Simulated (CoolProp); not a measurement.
A simple Rankine cycle with R227EA: condensing at 306.15 K, boiler at 1.79 MPa, turbine inlet 474 K, turbine efficiency 0.65, pump efficiency 0.8, no recuperator. Each further row changes one setting.

Model: reference Helmholtz-energy equation of state, Lemmon 2016, in CoolProp.

```csv
case,thermal efficiency (%),net work (kJ/kg),heat in (kJ/kg),turbine exit temperature (K),volume ratio over the turbine
as stated,5.5,14.4,262,453.3,3.15
condensing temperature 298.15 K,6.5,17.6,272,449.5,3.98
boiler pressure 1.25 MPa,3.9,10.3,266,460.4,2.17
turbine efficiency 0.55,4.6,12.0,262,455.6,3.16
```
